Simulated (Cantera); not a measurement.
**Adiabatic ignition**

An adiabatic, constant-pressure homogeneous reactor starts with CH4 : C2H6 : C3H8 : O2 : N2 = 1 : 0.031 : 1.4 : 5.36 : 20.1 (molar parts), equivalence ratio 1.7, at 1375 K and 0.680 bar.

Cantera simulation using GRI-Mech 3.0 (53 species, 325 reactions); the numbers are that mechanism's predictions, not measurements. GRI-Mech 3.0 was tuned for natural gas; its chemistry of propane as a main component is partial and can be far from experiment.

```tsv
t (s)	T (K)	x CH4	x C2H6	x C3H8	x NO	x OH	x H2O2
5.00e-6	1374	0.0358	0.00111	0.0501	<1e-12	4.81e-7	2.05e-7
1.42e-5	1373	0.0358	0.00111	0.0499	<1e-12	1.73e-6	2.52e-6
4.06e-5	1371	0.0358	0.00121	0.0489	<1e-12	4.27e-6	1.04e-5
0.000116	1371	0.0358	0.00200	0.0454	<1e-12	5.29e-6	1.29e-5
0.000329	1389	0.0357	0.00406	0.0322	1.00e-11	1.58e-5	4.18e-5
0.000937	2573	<1e-12	<1e-12	<1e-12	0.000238	0.00515	1.69e-8
0.00267	2593	<1e-12	<1e-12	<1e-12	0.000388	0.00452	1.46e-8
0.00760	2593	<1e-12	<1e-12	<1e-12	0.000640	0.00444	1.43e-8
0.0216	2592	<1e-12	<1e-12	<1e-12	0.000795	0.00442	1.42e-8
0.0616	2592	<1e-12	<1e-12	<1e-12	0.000803	0.00442	1.42e-8
0.176	2592	<1e-12	<1e-12	<1e-12	0.000803	0.00442	1.42e-8
0.500	2592	<1e-12	<1e-12	<1e-12	0.000803	0.00442	1.42e-8
```
x: mole fraction; the columns are a selection and need not sum to one.

| Quantity | Result |
|---|---|
| time of steepest temperature rise | 0.498 ms |
| temperature at 0.500 s | 2592 K |
| equilibrium temperature | 2592 K |
| x(CH4) at 0.500 s | <1e-12 (gas-phase equilibrium <1e-12) |
| x(C2H6) at 0.500 s | <1e-12 (gas-phase equilibrium <1e-12) |
| x(C3H8) at 0.500 s | <1e-12 (gas-phase equilibrium <1e-12) |
